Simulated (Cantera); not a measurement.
Feed: 1 mol PH3, 1.2 mol H2, 2.4 mol O2, at 1425 °C and 0.173 Torr.

Equilibrium computed with Cantera from the NASA thermochemical tables; the gas is ideal and each condensed phase is pure. Candidate condensed phases: H2O, P, P4O10; 17 gas species. Gases not in the tables: HPO2, HPO3 and P4O6. Equilibrium is a limit: real reactors are often held back by kinetics, nucleation or transport.

Base state: H2O 0.706, PO2 0.264, O2 0.0165, H2 0.00715, OH 0.00410, PO 0.00133, H 0.000807, O 0.000371 (mole fractions); condensed: gas only.

Q: What changes in the equilibrium state with this change: H2 from 1.2 to 0.22 mol?

A: 
| species | before | after |
|---|---|---|
| H2O | 0.706 | 0.521 |
| PO2 | 0.264 | 0.305 |
| O2 | 0.0165 | 0.164 |
| H2 | 0.00715 | 0.00167 |
| O | 0.000371 | 0.00117 |
